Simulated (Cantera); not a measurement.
## Chemical vapour transport: PbO + H2O + H2

Input: 1 mol PbO, 0.026 mol H2O, 0.17 mol H2, at 1077 °C and 0.730 bar.

Method: chemical equilibrium by Gibbs-energy minimisation in Cantera with the NASA 1993 tables (ideal gas, pure condensed phases). Candidate condensed phases: H2O, Pb, PbO, PbO2, Pb3O4; 12 gas species. Each liquid is taken as pure. Mutual solubility and eutectic melting of coexisting phases are not modelled. Gases not in the tables: (PbO)n polymers. Kinetics and transport are ignored.

```json
{
 "x(H2O)": "0.991",
 "x(Pb)": "0.00670",
 "x(PbO)": "0.00142",
 "x(H2)": "0.000595",
 "x(OH)": "1.84e-6",
 "n(Pb(l))": "0.169 mol",
 "n(PbO(l))": "0.830 mol",
 "gas_amount": "0.1976 mol"
}
```
